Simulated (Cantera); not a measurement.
A closed system holds: 1 mol NiS, 0.32 mol H2, held at 1777 °C and 57.0 Pa.

Cantera equilibrium calculation (NASA polynomials, part measured and part estimated; ideal gas, pure solids and liquids). Candidate condensed phases: Ni, NiS, NiS2, Ni3S2, Ni3S4, S; 9 gas species. Equilibrium is a limit: real reactors are often held back by kinetics, nucleation or transport.

Base state: Ni 0.480, S2 0.193, H2 0.145, S 0.0805, NiS 0.0513, H 0.0361, SH 0.0133, H2S 0.000784 (mole fractions); condensed: gas only.

Q: What changes in the equilibrium state with this change: H2 from 0.32 to 2500 mol?

A: 
```
species    before     after
-------  --------  --------
H2          0.145     0.909
H          0.0361    0.0906
Ni          0.480  0.000381
S2          0.193   1.95e-6
NiS        0.0513   1.30e-7
S          0.0805  0.000256
SH         0.0133  0.000106
H2S      0.000784   1.57e-5
```
